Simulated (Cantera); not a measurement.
Mixture: CH4 : O2 : N2 : H2O = 1 : 1 : 3.76 : 1.1 (molar parts), equivalence ratio 2.0, at 9.87 atm, adiabatic and at constant volume. Ignition delay is the time to a rise of 400 K.

Detailed kinetics in Cantera: GRI-Mech 3.0 (53 species, 325 reactions).

**Question.** What does this change do: pressure from 9.87 atm to 3.85 atm?

**Answer.** 
```tsv
quantity	before	after
delay at 1173 K	9.76 ms	31.0 ms
delay at 1248 K	4.20 ms	12.6 ms
delay at 1323 K	1.92 ms	5.37 ms
delay at 1398 K	0.908 ms	2.34 ms
delay at 1473 K	0.435 ms	1.03 ms
delay at 1548 K	0.210 ms	0.467 ms
apparent activation energy between 1398 and 1548 K	180 kJ/mol	190 kJ/mol
```

**Question.** What does this change do: 0.34 parts H2 added?

**Answer.** 
| quantity | before | after |
|---|---|---|
| delay at 1173 K | 9.76 ms | 0.801 ms |
| delay at 1248 K | 4.20 ms | 0.423 ms |
| delay at 1323 K | 1.92 ms | 0.255 ms |
| delay at 1398 K | 0.908 ms | 0.161 ms |
| delay at 1473 K | 0.435 ms | 0.101 ms |
| delay at 1548 K | 0.210 ms | 62.9 µs |
| apparent activation energy between 1398 and 1548 K | 180 kJ/mol | 110 kJ/mol |
